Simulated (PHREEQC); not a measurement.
PHREEQC input (ion-association model, wateq4f.dat):

```
SOLUTION_MASTER_SPECIES
  An  An-  0  An  62.0  # stands for a non-complexing anion
SOLUTION_SPECIES
  An- = An-
    -log_k 0
    -gamma 3.0 0
PHASES
  Fix_H+
    H+ = H+
    -log_k 0
SOLUTION 1
  temp 25
  units mmol/kgw
  pH 7 charge
  Cl 4.3
  Mn(2) 0.55
  Pb 1.6
  Na 50
  An 50
END
SELECTED_OUTPUT 1
  -reset false
  -pH true
  -pe true
  -ionic_strength true
  -water true
  -totals Cl Mn Na Pb Mn(2) Mn(3) Mn(6) Mn(7)
  -molalities Hfo_wOH Hfo_wOH2+ Hfo_wO- Hfo_sOH Hfo_sOH2+ Hfo_sO- Hfo_sOMn+ Hfo_wOMn+ Hfo_sOPb+ Hfo_wOPb+
  -saturation_indices Pyrochroite Pb(OH)2 Cotunnite Laurionite Halite
PRINT
  -reset false
USE solution 1
SURFACE 1
  Hfo_wOH 0.00197753 600 0.88
  Hfo_sOH 4.94382e-05
  -no_edl
EQUILIBRIUM_PHASES 1
  Fix_H+ -3 HAn 10
    -force_equality true
END
# ... the last block is repeated for the other 12 points of pH, with NaOH or the acid as the point needs
```

Selected output (columns that matter, 10 of 13 rows; pH added in front):

```
pH	mu	Cl	Mn	Na	Pb	m_Hfo_wOH	m_Hfo_wOH2+	m_Hfo_wO-	m_Hfo_sOH	m_Hfo_sOH2+	si_Pyrochroite	si_Pb(OH)2	si_Cotunnite	si_Halite
3	0.058335	0.0043	0.00055	0.05	0.0015705	1.0141e-07	0.0019773	1.1914e-13	1.0303e-09	2.0088e-05	-12.799	-5.347	-3.3721	-5.4455
3.5	0.057475	0.0043	0.00055	0.05	0.0015525	3.2046e-07	0.0019759	1.1906e-12	5.1733e-10	3.1898e-06	-11.797	-4.3503	-3.3741	-5.4444
4.5	0.05681	0.0043	0.00054999	0.05	0.0014385	3.0205e-06	0.0018624	1.1222e-10	5.9479e-11	3.6675e-08	-9.7955	-2.3822	-3.4037	-5.4429
5	0.055457	0.0043	0.00054994	0.05	0.00097693	7.163e-06	0.0013967	8.4157e-10	2.7572e-11	5.3761e-09	-8.7928	-1.548	-3.5615	-5.4381
5.5	0.054144	0.0043	0.00054967	0.050458	0.00036258	1.2595e-05	0.00077662	4.6796e-09	2.3412e-11	1.4436e-09	-7.7904	-0.977	-3.9801	-5.4283
6.5	0.05385	0.0042999	0.00053516	0.05124	1.0319e-05	5.8921e-05	0.00036331	2.1891e-07	8.443e-11	5.2059e-10	-5.8015	-0.5343	-5.532	-5.4187
7	0.053807	0.0042999	0.00046835	0.051452	1.7579e-06	0.00011719	0.00022851	1.3769e-06	1.6659e-10	3.2482e-10	-4.8594	-0.3304	-6.3279	-5.4168
7.5	0.05369	0.0042999	0.00033982	0.051732	5.9331e-07	0.00013145	8.1053e-05	4.8839e-06	1.8583e-10	1.1458e-10	-3.9986	0.1201	-6.877	-5.4141
8.5	0.053505	0.0042998	0.00018347	0.051983	6.1677e-07	4.2603e-05	2.6269e-06	1.5828e-05	5.9879e-11	3.6921e-12	-2.2677	1.6095	-7.3871	-5.4117
9	0.053479	0.0042998	0.00015841	0.052024	1.5601e-06	1.6835e-05	3.2825e-07	1.9779e-05	2.3654e-11	4.6122e-13	-1.3357	2.5124	-7.4841	-5.4113
```

Along this series the solution becomes supersaturated in solids that the run did not let form, among them Pb(OH)2. Species that the database lacks are ignored. The oxide is taken as insoluble; below pH 4 it would dissolve.
